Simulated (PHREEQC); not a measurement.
Solution (25 °C): 1.2 mol/kgw Na2SO4, 0.021 mol/kgw H3BO3 and 0.0014 mol/kgw H4SiO4. Closed to the air; pH follows from the charge balance.

Model: Pitzer model, pitzer.dat, run in PHREEQC.

Question: The ionic strength comes out as 3.60 mol/kgw. What activity coefficients do H+, B(OH)4-, HSO4-, SO4-2, Na+ get?

Answer: H+ 0.43, B(OH)4- 0.28, HSO4- 0.48, SO4-2 0.033, Na+ 0.44. Single-ion values are on the MacInnes scale.

This is a speciation only: nothing precipitates in the calculation. Species that the database lacks are ignored. In brines, pH and single-ion activities rest on the MacInnes convention.
